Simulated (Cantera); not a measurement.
What does this Cantera script print?

```python
import numpy as np
import cantera as ct

gas = ct.Solution("gri30.yaml")
gas.TPX = 950, 500000, {'CH4': 1, 'O2': 2.44, 'N2': 24.4, 'CO2': 5.3}
reactor = ct.IdealGasConstPressureReactor(gas, energy="on", clone=False)
net = ct.ReactorNet([reactor])
net.rtol, net.atol = 1e-08, 1e-16
show = ['CH4', 'O2', 'CO2', 'NO2', 'N2O', 'C2H4']
times = np.geomspace(4e-06, 2, 15)

steps = ct.SolutionArray(gas, extra=["t"])
rows = []
print(f"{'t/s':>10s}{'T/K':>9s}{'P/Pa':>11s}" + "".join(f"{s:>11s}" for s in show))
for t in times:
    while net.time < t:
        t_next = net.step()
        steps.append(gas.state, t=t_next)
    rows.append([np.interp(t, steps.t, y) for y in (steps.T, steps.P, *steps(*show).X.T)])
    print(f"{t:10.3e}{rows[-1][0]:9.1f}{rows[-1][1]:11.4g}" + "".join(f"{x:11.3e}" for x in rows[-1][2:]))
rate = np.gradient(steps.T, steps.t)
print("integrator steps:", len(steps.t))
if steps.T.max() > steps.T[0] + 200:
    print(f"time of steepest temperature rise: {steps.t[rate.argmax()]:.4e} s")
gas.TPX = 950, 500000, {'CH4': 1, 'O2': 2.44, 'N2': 24.4, 'CO2': 5.3}
gas.equilibrate("HP")
print(f"equilibrium (HP): T = {gas.T:.1f} K  " + "  ".join(f"{s} {gas[s].X[0]:.3e}" for s in show))
```

Output:

```
       t/s      T/K       P/Pa        CH4         O2        CO2        NO2        N2O       C2H4
 4.000e-06    950.0      5e+05  3.018e-02  7.363e-02  1.599e-01  1.063e-38  1.160e-20  5.873e-23
 1.021e-05    950.0      5e+05  3.018e-02  7.363e-02  1.599e-01  4.641e-37  4.170e-20  1.273e-21
 2.607e-05    950.0      5e+05  3.018e-02  7.363e-02  1.599e-01  2.221e-35  1.879e-19  2.689e-20
 6.657e-05    950.0      5e+05  3.018e-02  7.363e-02  1.599e-01  1.047e-33  1.006e-18  5.164e-19
 1.700e-04    950.0      5e+05  3.018e-02  7.363e-02  1.599e-01  3.686e-32  6.019e-18  8.324e-18
 4.339e-04    950.0      5e+05  3.018e-02  7.363e-02  1.599e-01  1.527e-30  3.766e-17  1.397e-16
 1.108e-03    950.0      5e+05  3.018e-02  7.363e-02  1.599e-01  6.211e-29  2.390e-16  2.375e-15
 2.828e-03    950.0      5e+05  3.018e-02  7.363e-02  1.599e-01  2.691e-27  1.534e-15  4.401e-14
 7.221e-03    950.0      5e+05  3.017e-02  7.363e-02  1.599e-01  1.211e-25  9.751e-15  9.517e-13
 1.844e-02    950.0      5e+05  3.017e-02  7.363e-02  1.599e-01  6.079e-24  6.079e-14  2.508e-11
 4.707e-02    950.0      5e+05  3.017e-02  7.363e-02  1.599e-01  2.641e-22  3.244e-13  3.612e-10
 1.202e-01    950.0      5e+05  3.017e-02  7.362e-02  1.599e-01  6.020e-21  1.339e-12  2.217e-09
 3.068e-01    950.1      5e+05  3.016e-02  7.362e-02  1.599e-01  1.481e-19  6.015e-12  1.605e-08
 7.834e-01    950.9      5e+05  3.004e-02  7.351e-02  1.599e-01  1.921e-17  5.044e-11  4.926e-07
 2.000e+00   1571.4      5e+05  2.030e-24  1.327e-02  1.901e-01  1.918e-09  5.411e-08  5.751e-38
integrator steps: 2458
time of steepest temperature rise: 1.1078e+00 s
equilibrium (HP): T = 1570.5 K  CH4 1.080e-26  O2 1.307e-02  CO2 1.901e-01  NO2 9.995e-07  N2O 5.352e-08  C2H4 1.632e-41
```

Model: GRI-Mech 3.0 (53 species, 325 reactions), integrated in Cantera. Below about 1000 K GRI-Mech 3.0 lacks low-temperature oxidation paths.
